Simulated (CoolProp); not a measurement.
R236FA at several states: fugacity coefficient from the reference equation and from simpler models built on Tc = 398.1 K, pc = 3191 kPa, ω = 0.377; each cubic takes its own stable root.

Values from CoolProp's reference Helmholtz-energy equation of state, Pan 2012.

```
T (K)  p (kPa)   phase  reference  van der Waals  Redlich-Kwong
-----  -------  ------  ---------  -------------  -------------
259.9    12400  liquid        [?]        0.08018            [?]
294.5     3410  liquid        [?]         0.2521         0.1340
339.6     1020  liquid     0.7323         0.8617            [?]
388.2    13300  liquid     0.2196            [?]         0.2485
239.5      796  liquid        [?]            [?]        0.08554
```

Q: Complete the blanks.

A: 
- 259.9, reference: 0.008427
- 259.9, Redlich-Kwong: 0.02225
- 294.5, reference: 0.07491
- 339.6, Redlich-Kwong: 0.8315
- 388.2, van der Waals: 0.3051
- 239.5, reference: 0.02732
- 239.5, van der Waals: 0.3382

At some of these states van der Waals, Redlich-Kwong gives the other phase, because its saturation line lies elsewhere.
